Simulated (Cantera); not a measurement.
Charge: 1 mol BCl₃, 9.8 mol O₂, 0.89 mol H₂, at 1625 K and 13300 Pa.

Method: chemical equilibrium by Gibbs-energy minimisation in Cantera with the NASA 1993 tables (ideal gas, pure condensed phases). Candidate condensed phases: B, B₂O₃, B₃O₃H₃, H₂O; 33 gas species. The tables' values for BOCl are old estimates; treat these amounts as uncertain. Gases not in the tables: H₃BO₃. Equilibrium is a limit: real reactors are often held back by kinetics, nucleation or transport.

Base state: O₂ 0.759, HCl 0.131, Cl 0.0607, Cl₂ 0.0304, HBO₂ 0.0114, H₂O 0.00388, B₂O₃ 0.00171, BOCl 0.000515 (mole fractions); condensed: B₂O₃(l).

What changes in the equilibrium state with this change: BCl₃ replaced by B₂O₃?


```
species         before   after
------------  --------  ------
O₂               0.759   0.890
H₂O            0.00388  0.0617
HBO₂            0.0114  0.0456
HCl              0.131       0
Cl              0.0607       0
Cl₂             0.0304       0
BOCl          0.000515       0
ClO           0.000409       0
B₂O₃(l), mol     0.407   0.740
```

What changes in the equilibrium state with this change: H₂ from 0.89 to 0.29 mol?


| species | before | after |
|---|---|---|
| O₂ | 0.759 | 0.795 |
| Cl | 0.0607 | 0.0878 |
| Cl₂ | 0.0304 | 0.0635 |
| HCl | 0.131 | 0.0476 |
| HBO₂ | 0.0114 | 0.00290 |
| H₂O | 0.00388 | 0.000250 |
| OH | 9.60e-5 | 2.46e-5 |
| HOCl | 1.46e-5 | 5.41e-6 |
| ClO | 0.000409 | 0.000606 |
| B₂O₃(l), mol | 0.407 | 0.458 |

What changes in the equilibrium state with this change: 0.13 mol NH₃ added?


```csv
species,before,after
O₂,0.759,0.744
HCl,0.131,0.151
Cl,0.0607,0.0522
Cl₂,0.0304,0.0225
HBO₂,0.0114,0.0152
N₂,0,0.00523
NO,0,0.000330
H₂O,0.00388,0.00688
OH,9.60e-5,0.000127
"B₂O₃(l), mol",0.407,0.383
```
Further candidate phases: BN, NH₄Cl.
